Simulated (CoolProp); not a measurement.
Vapour-liquid equilibrium of propylene (1) + isobutane (2) at 288.8 K; x and y are mole fractions of (1).

Computed with CoolProp (multi-fluid Helmholtz-energy mixture model, Lemmon 2013 and Bücker 2006; pair parameters Bell 2016).

```tsv
x	bubble pressure (MPa)	y at the bubble point	dew pressure at overall composition x (MPa)	liquid density (mol/L)
0.05	0.3035	0.160	0.2757	9.777
0.15	0.3628	0.348	0.3009	10.00
0.25	0.4099	0.470	0.3300	10.25
0.35	0.4539	0.570	0.3634	10.52
0.45	0.5004	0.662	0.4015	10.80
0.55	0.5532	0.748	0.4445	11.10
0.65	0.6153	0.827	0.4940	11.40
0.75	0.6888	0.895	0.5548	11.71
0.85	0.7730	0.949	0.6376	12.01
0.95	0.8632	0.987	0.7754	12.28
```

No azeotrope shows between x = 0.05 and 0.95.

The pair parameters rest on a limited set of measurements; away from them the model extrapolates. The gap from Raoult's law changes sign with composition, which may be real or a fault of the pair parameters; it wasn't checked against measurements.
